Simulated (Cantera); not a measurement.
A closed system holds: 1 mol Si, 1.8 mol Br2, 14 mol N2, held at 1623 K and 75.0 Torr.

Method: chemical equilibrium by Gibbs-energy minimisation in Cantera with the NASA 1993 tables (ideal gas, pure condensed phases). Candidate condensed phases: Br2, Si, Si3N4; 13 gas species. The tables' values for SiBr3 are old estimates; treat these amounts as uncertain. Rates play no part.

Base state: N2 0.895, Br 0.0410, SiBr2 0.0299, SiBr4 0.0261, SiBr3 0.00782, Br2 0.000560 (mole fractions); condensed: gas only.

**Question.** What changes in the equilibrium state with this change: Br2 from 1.8 to 0.88 mol?

**Answer.** 
```tsv
species	before	after
N2	0.895	0.939
SiBr2	0.0299	0.0443
Br	0.0410	0.0109
SiBr4	0.0261	0.00271
Br2	0.000560	3.93e-5
SiBr	1.92e-6	1.08e-5
Si3N4(s), mol	0	0.0876
```
The tables' values for SiBr3, SiBr are old estimates; treat these amounts as uncertain.
